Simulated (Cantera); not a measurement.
An isothermal, constant-pressure homogeneous reactor starts with C2H6 : N2 = 1 : 190 (molar parts), at 1175 K and 0.0133 bar. Integrator tolerance rtol = 1e-08.

Model: GRI-Mech 3.0 (53 species, 325 reactions), integrated in Cantera. GRI-Mech 3.0 stops at C3 and has no aromatics, soot or wall deposition, so with more carbon than oxygen in the feed, carbon stays in small species such as C2H2 where larger ones or solid carbon would form. Radical loss at walls, strong at low pressure, is not modelled.

Task: What does this change do: N2 190 to 1900 parts?

Result: 
```tsv
quantity	before	after
x(C2H6) at 70.0 s	3.91e-8 (gas-phase equilibrium 4.84e-11)	1.55e-8 (gas-phase equilibrium <1e-12)
x(C2H4) at 70.0 s	0.00107 (gas-phase equilibrium 1.71e-6)	7.45e-5 (gas-phase equilibrium 2.28e-9)
x(HCN) at 70.0 s	1.33e-8 (gas-phase equilibrium 0.00895)	1.22e-7 (gas-phase equilibrium 0.00103)
x(H) at 70.0 s	9.82e-8 (gas-phase equilibrium 1.09e-7)	1.49e-7 (gas-phase equilibrium 3.46e-8)
x(CH4) at 70.0 s	0.000697 (gas-phase equilibrium 2.76e-5)	4.21e-5 (gas-phase equilibrium 1.02e-7)
x(CH3) at 70.0 s	1.53e-7 (gas-phase equilibrium 5.48e-9)	1.27e-7 (gas-phase equilibrium 6.38e-11)
x(H2) at 70.0 s	0.00826 (gas-phase equilibrium 0.0103)	0.000913 (gas-phase equilibrium 0.00105)
```

Task: What does this change do: N2 190 to 1800 parts?

Result: 
| quantity | before | after |
|---|---|---|
| x(C2H6) at 70.0 s | 3.91e-8 (gas-phase equilibrium 4.84e-11) | 1.56e-8 (gas-phase equilibrium <1e-12) |
| x(C2H4) at 70.0 s | 0.00107 (gas-phase equilibrium 1.71e-6) | 7.94e-5 (gas-phase equilibrium 2.67e-9) |
| x(HCN) at 70.0 s | 1.33e-8 (gas-phase equilibrium 0.00895) | 1.16e-7 (gas-phase equilibrium 0.00109) |
| x(H) at 70.0 s | 9.82e-8 (gas-phase equilibrium 1.09e-7) | 1.47e-7 (gas-phase equilibrium 3.56e-8) |
| x(CH4) at 70.0 s | 0.000697 (gas-phase equilibrium 2.76e-5) | 4.50e-5 (gas-phase equilibrium 1.17e-7) |
| x(CH3) at 70.0 s | 1.53e-7 (gas-phase equilibrium 5.48e-9) | 1.28e-7 (gas-phase equilibrium 7.10e-11) |
| x(H2) at 70.0 s | 0.00826 (gas-phase equilibrium 0.0103) | 0.000962 (gas-phase equilibrium 0.00111) |
